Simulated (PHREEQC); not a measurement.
## Acid mine or pickling water

A made-up water analysis in mg/L, 71 °C, pH 3.14, pe 10.2: Na 128; K 94.9; Ca 181; Mg 38.4; Cl 166; S(6) as SO4 1160; Cu(2) 0.204; Zn 1.5; Mn(2) 0.491; Li 0.915; Al 0.141; Fe(3) 172.

Valence states are taken as typed.

The numbers come from PHREEQC with the ion-association model, phreeqc.dat.

The ionic strength is 0.0340 mol/kgw, the total alkalinity is -4.45 meq/kg and the charge-balance error is -2.1 %.

```json
[
 {"species": "SO4-2", "molality": "0.00778", "activity": "0.00375", "log γ": "-0.316"},
 {"species": "Na+", "molality": "0.00545", "activity": "0.00453", "log γ": "-0.080"},
 {"species": "Cl-", "molality": "0.00469", "activity": "0.00386", "log γ": "-0.084"},
 {"species": "Ca+2", "molality": "0.00313", "activity": "0.00154", "log γ": "-0.309"},
 {"species": "K+", "molality": "0.00231", "activity": "0.00190", "log γ": "-0.084"},
 {"species": "CaSO4", "molality": "0.00137", "activity": "0.00138", "log γ": "0.003"}
]
```

No solid was allowed to form. The solution is supersaturated, for example in Jarosite-K, Hematite (slow to form), so a real one may precipitate; this is no full list. Complexes and solids missing from the database can't appear. Away from 25 °C the constants follow the database's enthalpies or fits; those with neither stay at their 25 °C values.
